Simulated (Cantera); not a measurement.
Adiabatic ignition

An adiabatic, constant-volume homogeneous reactor starts with CH4 : O2 : N2 = 1 : 1.82 : 5.82 (molar parts), equivalence ratio 1.1, at 1148 K and 1.00 atm.

Cantera simulation using GRI-Mech 3.0 (53 species, 325 reactions); the numbers are that mechanism's predictions, not measurements.

```csv
t (s),T (K),P (bar),x CH4,x O2,x HO2,x NO2,x C2H4
5.00e-6,1148,1.01,0.116,0.211,2.03e-9,<1e-12,<1e-12
2.13e-5,1148,1.01,0.116,0.211,8.61e-9,<1e-12,<1e-12
9.10e-5,1148,1.01,0.116,0.211,3.62e-8,<1e-12,<1e-12
0.000388,1148,1.01,0.116,0.211,1.44e-7,<1e-12,5.92e-12
0.00166,1148,1.01,0.116,0.211,4.25e-7,<1e-12,1.14e-9
0.00707,1148,1.01,0.116,0.211,5.46e-7,<1e-12,1.32e-7
0.0302,1150,1.02,0.115,0.210,1.77e-6,<1e-12,2.80e-6
0.129,2898,2.72,<1e-12,0.0137,7.61e-6,2.52e-6,<1e-12
0.549,2898,2.72,<1e-12,0.0137,7.61e-6,2.52e-6,<1e-12
2.34,2898,2.72,<1e-12,0.0137,7.61e-6,2.52e-6,<1e-12
10.0,2898,2.72,<1e-12,0.0137,7.61e-6,2.52e-6,<1e-12
```
x: mole fraction; the columns are a selection and need not sum to one.

The time of steepest temperature rise comes out as 85.1 ms and the temperature at 10.0 s is 2898 K. The equilibrium temperature is 2898 K and the x(CH4) at 10.0 s is <1e-12 (gas-phase equilibrium <1e-12). The x(O2) at 10.0 s is 0.0137 (gas-phase equilibrium 0.0137) and the x(HO2) at 10.0 s is 7.61e-6 (gas-phase equilibrium 7.61e-6).
